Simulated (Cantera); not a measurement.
An isothermal, constant-pressure homogeneous reactor starts with NH3 : N2 = 1 : 1.3 (molar parts), at 1650 K and 0.0263 atm. Integrator tolerance rtol = 1e-08.

Detailed kinetics in Cantera: the gas-phase N/H chemistry of the illustrative SiF4/NH3 mechanism in the Surface Chemkin manual (1991). Walls and surfaces, which speed up NH3 decomposition in real reactors, are not modelled.

```csv
quantity,before,after
x(NH3) at 20.0 s,0.235 (gas-phase equilibrium 2.45e-7),0.163 (gas-phase equilibrium 1.81e-7)
x(H) at 20.0 s,3.82e-5 (gas-phase equilibrium 0.000377),3.52e-5 (gas-phase equilibrium 0.000331)
x(NH2) at 20.0 s,0.000105 (gas-phase equilibrium 5.00e-10),8.63e-5 (gas-phase equilibrium 4.21e-10)
x(N) at 20.0 s,7.39e-8 (gas-phase equilibrium 8.97e-12),8.37e-8 (gas-phase equilibrium 9.79e-12)
x(N2) at 20.0 s,0.556 (gas-phase equilibrium 0.545),0.674 (gas-phase equilibrium 0.649)
x(H2) at 20.0 s,0.209 (gas-phase equilibrium 0.454),0.163 (gas-phase equilibrium 0.350)
```

Task: Which change was made?
A) N2 1.3 to 0.17 parts
B) NH3 1 to 0.57 parts
C) pressure from 0.0263 atm to 1.00 atm
D) temperature 1650 to 1500 K

Result: B, NH3 1 to 0.57 parts
